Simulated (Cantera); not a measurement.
A closed system holds: 1 mol B, 2.6 mol O₂, equilibrated at 48.0 Pa.

Equilibrium computed with Cantera from the NASA thermochemical tables; the gas is ideal and each condensed phase is pure. Candidate condensed phases: B, B₂O₃; 10 gas species. Rates play no part.

Q: Which condensed phases are stable at each of these points (T (°C)): 1300, 1375, 1450, 1525, 1600, 1675, 1750, 1825, 1900, 1975, 2050, 2125?

A: 
```json
[
 {"T (°C)": "1300", "condensed phases": "B₂O₃(l)", "B condensed (%)": "11.5"},
 {"T (°C)": "1375", "condensed phases": "gas only", "B condensed (%)": "0.0"},
 {"T (°C)": "1450", "condensed phases": "gas only", "B condensed (%)": "0.0"},
 {"T (°C)": "1525", "condensed phases": "gas only", "B condensed (%)": "0.0"},
 {"T (°C)": "1600", "condensed phases": "gas only", "B condensed (%)": "0.0"},
 {"T (°C)": "1675", "condensed phases": "gas only", "B condensed (%)": "0.0"},
 {"T (°C)": "1750", "condensed phases": "gas only", "B condensed (%)": "0.0"},
 {"T (°C)": "1825", "condensed phases": "gas only", "B condensed (%)": "0.0"},
 {"T (°C)": "1900", "condensed phases": "gas only", "B condensed (%)": "0.0"},
 {"T (°C)": "1975", "condensed phases": "gas only", "B condensed (%)": "0.0"},
 {"T (°C)": "2050", "condensed phases": "gas only", "B condensed (%)": "0.0"},
 {"T (°C)": "2125", "condensed phases": "gas only", "B condensed (%)": "0.0"}
]
```

At 1300 °C the condensed part is B₂O₃(l). From 1375 °C to 2125 °C nothing is condensed.
